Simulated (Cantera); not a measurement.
Cantera run, input and output.

```python
import numpy as np
import cantera as ct

gas = ct.Solution("h2o2.yaml")
gas.TPX = 300, 73000, {'H2': 1, 'O2': 0.312, 'N2': 0.906}
flame = ct.FreeFlame(gas, width=0.05)
flame.set_refine_criteria(ratio=3, slope=0.08, curve=0.16)
flame.transport_model = "mixture-averaged"
flame.solve(loglevel=0, auto=True)
z, T = flame.grid, flame.T
thick = (T[-1] - T[0]) / np.gradient(T, z).max()
show = ['H2', 'O2', 'H2O', 'OH', 'O', 'H2O2']
print(f"laminar burning velocity  {flame.velocity[0] * 100:.3f} cm/s")
print(f"burnt temperature         {T[-1]:.1f} K")
print(f"thermal thickness         {thick * 1e3:.4f} mm")
print(f"grid points               {len(z)}")
z0 = z[flame.heat_release_rate.argmax()]
print(f"{'z/mm':>9s}{'T/K':>9s}{'u/(m/s)':>9s}" + "".join(f"{s:>11s}" for s in show))
rows = []
for k in (-3, -2, -1.5, -1, -0.5, -0.25, 0, 0.25, 0.5, 1, 2, 4, 8):
    zz = z0 + k * thick
    rows.append([k * thick, np.interp(zz, z, T), np.interp(zz, z, flame.velocity),
                 *(np.interp(zz, z, flame.X[gas.species_index(s)]) for s in show)])
    print(f"{rows[-1][0] * 1e3:9.3f}{rows[-1][1]:9.1f}{rows[-1][2]:9.3f}" + "".join(f"{x:11.3e}" for x in rows[-1][3:]))
```

Output:

```
laminar burning velocity  380.465 cm/s
burnt temperature         2387.5 K
thermal thickness         0.4791 mm
grid points               128
     z/mm      T/K  u/(m/s)         H2         O2        H2O         OH          O       H2O2
   -1.437    300.0    3.805  4.509e-01  1.407e-01  1.064e-13  3.223e-17  1.262e-14  1.668e-15
   -0.958    300.0    3.805  4.509e-01  1.407e-01  1.725e-11  2.827e-14  1.171e-12  2.993e-13
   -0.719    300.0    3.805  4.509e-01  1.407e-01  5.255e-10  2.086e-12  2.488e-11  1.011e-11
   -0.479    300.0    3.805  4.508e-01  1.407e-01  3.783e-08  6.491e-10  1.048e-09  8.709e-10
   -0.240    309.6    3.911  4.484e-01  1.413e-01  8.098e-05  5.554e-06  6.483e-07  2.977e-06
   -0.120    598.7    7.321  4.138e-01  1.373e-01  1.837e-02  1.378e-03  1.681e-04  1.285e-04
    0.000   1089.5   12.852  3.133e-01  1.046e-01  9.788e-02  2.046e-03  3.010e-03  9.912e-06
    0.120   1425.8   16.645  2.011e-01  4.034e-02  2.182e-01  5.739e-03  6.607e-03  1.976e-06
    0.240   1584.8   18.397  1.589e-01  1.165e-02  2.725e-01  7.713e-03  5.470e-03  1.259e-06
    0.479   1726.7   19.872  1.544e-01  3.907e-03  2.894e-01  9.239e-03  4.288e-03  7.503e-07
    0.958   1869.6   21.298  1.625e-01  2.682e-03  2.950e-01  1.000e-02  3.355e-03  4.053e-07
    1.916   2011.9   22.672  1.706e-01  1.752e-03  3.015e-01  9.794e-03  2.282e-03  2.097e-07
    3.833   2139.6   23.867  1.774e-01  9.909e-04  3.085e-01  8.561e-03  1.327e-03  1.116e-07
```

Model: the H2/O2 subset of GRI-Mech 3.0, which has no nitrogen chemistry, integrated in Cantera. Burning velocities carry a grid error of a few per cent, more on coarse grids.
